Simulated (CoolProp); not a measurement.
The fluid at 293.15 K and 17.2 MPa is throttled through a valve to 5.06 MPa with no heat exchange. The same conditions are run with several fluids, on thermodynamics alone (safety and materials aside).

Computed with CoolProp (reference Helmholtz-energy equation of state of each fluid (n-decane: Lemmon 2006; m-xylene: Zhou 2012; n-undecane: Aleksandrov 2011; R115: Lemmon 2016; n-heptane: Span 2003)).

| fluid | temperature change (K) | final density (kg/m³) |
|---|---|---|
| n-decane | +5.4 | 730 |
| m-xylene | +6.0 | 863 |
| n-undecane | +5.3 | 740 |
| R115 | +2.1 | 1340 |
| n-heptane | +5.3 | 684 |
